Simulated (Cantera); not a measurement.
Cantera run:

```python
import numpy as np
import cantera as ct

gas_names = """
    B BH BH2 BH3 BN B2 H H2 N NH NH2 NH3 N2 N2H2 N2H4
""".split()
cond_names = """
    B(b) B(L) BN(s)
""".split()


# ... load() reads the species with a 1 bar reference pressure and builds the phases ...
atoms = {
    'B': {'B': 1},
    'NH3': {'N': 1, 'H': 3},
    'N2': {'N': 2},
}
top_T = {'BN(s)': 3200}  # K; cautious upper limits of use, not melting points


# ... equilibrate(T, P, feed) seeds the gas with the atoms and calls Mixture.equilibrate('TP', solver="vcs", rtol=1e-11, max_steps=5000) ...
results = []
feed = {'B': 1, 'NH3': 13, 'N2': 0.91}  # mol
P = 24  # Pa
for T in [1498, 1548, 1598, 1648, 1698, 1748, 1798, 1848, 1898, 1948, 1998, 2048]:
    mix = equilibrate(T, P, feed)
    results.append((T, P, feed, dict(zip(mix.species_names, mix.species_moles))))
    x = sorted(zip(gas.X, gas.species_names), reverse=True)
    print(f"T = {T:g} K  P = {P:g} Pa  gas = {mix.phase_moles(0):.4g} mol")
    print("   x: " + "  ".join(f"{s} {v:.3e}" for v, s in x if v > 0.0001))
    print("   condensed (mol): " + ("  ".join(f"{mix.phase(i).name} {mix.phase_moles(i):.4g}"
          for i in range(1, mix.n_phases) if mix.phase_moles(i) > 1e-12) or "none"))
```

It prints:

```
T = 1498 K  P = 24 Pa  gas = 26.42 mol
   x: H2 7.375e-01  N2 2.615e-01  H 9.526e-04
   condensed (mol): BN(s) 1
T = 1548 K  P = 24 Pa  gas = 26.43 mol
   x: H2 7.369e-01  N2 2.614e-01  H 1.706e-03
   condensed (mol): BN(s) 1
T = 1598 K  P = 24 Pa  gas = 26.45 mol
   x: H2 7.358e-01  N2 2.613e-01  H 2.947e-03
   condensed (mol): BN(s) 1
T = 1648 K  P = 24 Pa  gas = 26.48 mol
   x: H2 7.341e-01  N2 2.610e-01  H 4.925e-03
   condensed (mol): BN(s) 1
T = 1698 K  P = 24 Pa  gas = 26.52 mol
   x: H2 7.314e-01  N2 2.606e-01  H 7.983e-03
   condensed (mol): BN(s) 0.9999
T = 1748 K  P = 24 Pa  gas = 26.58 mol
   x: H2 7.274e-01  N2 2.600e-01  H 1.258e-02
   condensed (mol): BN(s) 0.9997
T = 1798 K  P = 24 Pa  gas = 26.67 mol
   x: H2 7.215e-01  N2 2.591e-01  H 1.931e-02
   condensed (mol): BN(s) 0.9993
T = 1848 K  P = 24 Pa  gas = 26.8 mol
   x: H2 7.131e-01  N2 2.579e-01  H 2.890e-02
   condensed (mol): BN(s) 0.9982
T = 1898 K  P = 24 Pa  gas = 26.98 mol
   x: H2 7.014e-01  N2 2.562e-01  H 4.226e-02  BH2 1.097e-04
   condensed (mol): BN(s) 0.9954
T = 1948 K  P = 24 Pa  gas = 27.24 mol
   x: H2 6.853e-01  N2 2.538e-01  H 6.038e-02  BH2 2.202e-04  B 2.130e-04
   condensed (mol): BN(s) 0.9879
T = 1998 K  P = 24 Pa  gas = 28.1 mol
   x: H2 6.518e-01  N2 2.637e-01  H 8.360e-02  B 5.372e-04  BH2 3.016e-04
   condensed (mol): B(b) 0.9759
T = 2048 K  P = 24 Pa  gas = 28.58 mol
   x: H2 6.248e-01  N2 2.593e-01  H 1.143e-01  B 1.211e-03  BH2 3.827e-04
   condensed (mol): B(b) 0.9534
```

Method: chemical equilibrium by Gibbs-energy minimisation in Cantera with the NASA 1993 tables (ideal gas, pure condensed phases). The tables' values for BH2 are old estimates; treat these amounts as uncertain.
